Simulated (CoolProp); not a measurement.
Carbon dioxide at several states: Z from the reference equation and from simpler models built on Tc = 31.0 °C, pc = 7377 kPa, ω = 0.224; each cubic takes its own stable root.

Values from CoolProp's reference Helmholtz-energy equation of state, Span 1996.

```csv
T (°C),p (kPa),phase,reference
272.85,329,gas,0.9984
446.55,27000,supercritical,1.032
503.85,8880,supercritical,1.009
85.55,17200,supercritical,0.5333
306.55,3020,gas,0.9906
```

Task: How far does each simpler model (van der Waals, Redlich-Kwong) lie from the reference over these 5 states: mean and median of the absolute difference, and the worst?

Result: 
- van der Waals: mean 2.1 %, median 1.1 %, worst -6.5 % at 446.55 °C and 27000 kPa
- Redlich-Kwong: mean 1.3 %, median 0.7 %, worst -3.6 % at 446.55 °C and 27000 kPa
